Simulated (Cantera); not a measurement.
Input: 1 mol CH₃SiCl₃, 0.41 mol C₂H₄, 100 mol H₂, equilibrated at 0.133 bar.

Equilibrium computed with Cantera from the NASA thermochemical tables; the gas is ideal and each condensed phase is pure. Candidate condensed phases: C, C₆H₆, C₇H₈, C₈H₁₈, Si, SiC; 109 gas species. The feed counts by its element totals alone. The numbers say what is thermodynamically allowed, not how fast it happens.

Problem. At 777 °C, list the 5 most abundant gas species with their mole fractions, and the condensed phases.

Solution. H₂ 0.964, HCl 0.0288, CH₄ 0.00709, SiCl₄ 5.45e-5, SiHCl₃ 1.89e-5. Condensed: C(graphite) + SiC(s).
